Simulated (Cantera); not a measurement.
A freely propagating, adiabatic, planar premixed flame of H₂ : O₂ : N₂ : H₂O = 1 : 0.649 : 2.44 : 0.064 (molar parts), equivalence ratio 0.77, unburnt at 350 K and 0.987 atm; mixture-averaged transport, grid criteria slope 0.08 and curve 0.16, no radiation.

Detailed kinetics in Cantera: the H2/O2 subset of GRI-Mech 3.0, which has no nitrogen chemistry. Burning velocities carry a grid error of a few per cent, more on coarse grids.

Predict: laminar burning velocity; thermal thickness; peak x(OH); peak x(HO₂); peak x(H₂O₂); peak x(H).


| Property | Result |
|---|---|
| laminar burning velocity | 192 cm/s |
| thermal thickness | 0.351 mm |
| peak x(OH) | 0.0120 |
| peak x(HO₂) | 0.000460 |
| peak x(H₂O₂) | 8.66e-5 |
| peak x(H) | 0.0216 |
